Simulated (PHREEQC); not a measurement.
Dissolve 27 mmol/kgw CdCl2, 1.3 mmol/kgw MgSO4, 0.17 mmol/kgw HCl and 0.63 mmol/kgw NaCl at 60 °C. Closed to the air; pH follows from the charge balance.

The numbers come from PHREEQC with the ion-association model, phreeqc.dat.

Problem. The ionic strength comes out as 0.0488 mol/kgw. What activity coefficients do Mg+2, Cd(SO4)2-2, Cd+2, CdCl+, SO4-2 get?

Solution. Mg+2 0.46, Cd(SO4)2-2 0.43, Cd+2 0.43, CdCl+ 0.81, SO4-2 0.44.

No solid was allowed to form. At this temperature some constants are extrapolated from 25 °C, and those without enthalpy data are left unchanged.
